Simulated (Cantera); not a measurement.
Gas mixture: N2O : N2 : CO2 = 0.75 : 0.54 : 0.65 (molar parts), at 13300 Pa, frozen composition.

Cantera's kinetic-theory transport with the Lennard-Jones parameters of GRI-Mech 3.0, ideal gas; thermal conductivity in the mixture-averaged form. The composition is frozen, though it would react at the higher temperatures.

One state of this run: ρ (kg/m³) = 0.0453; cp (J/kg/K) = 1303; μ (µPa s) = 51.4; λ (mW/m/K) = 91.6; Pr = 0.731; D (cm²/s) CH4 = 20.5; D (cm²/s) H = 116; D (cm²/s) N2 = 17.3. D: mixture-averaged diffusion coefficient of that species in the mixture.

Which value of T (K) does it belong to?
(A) 1150
(B) 1400
(C) 1900
(D) 2150

B, 1400
